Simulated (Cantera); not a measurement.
Feed: 1 mol CH₄, 0.056 mol CO₂, at 1948 K and 0.0100 bar.

Cantera equilibrium calculation (NASA polynomials, part measured and part estimated; ideal gas, pure solids and liquids). The numbers say what is thermodynamically allowed, not how fast it happens.

```csv
species,before,after
CO,0.0527,0.450
CO₂,<1e-9,0.289
H₂O,7.16e-8,0.190
H₂,0.936,0.0674
H,0.0109,0.00293
OH,<1e-9,0.000748
C₂H₂ (acetylene),0.000504,<1e-9
O₂,<1e-9,2.95e-5
O,<1e-9,2.41e-5
"C(graphite), mol",0.942,0
```
Gas species are given as mole fractions.

Q: What was changed between the two runs?
A. pressure from 0.0100 bar to 0.600 bar
B. CO₂ from 0.056 to 4.7 mol
C. temperature from 1948 K to 1548.15 K
D. CO₂ from 0.056 to 0.079 mol

A: B, CO₂ from 0.056 to 4.7 mol
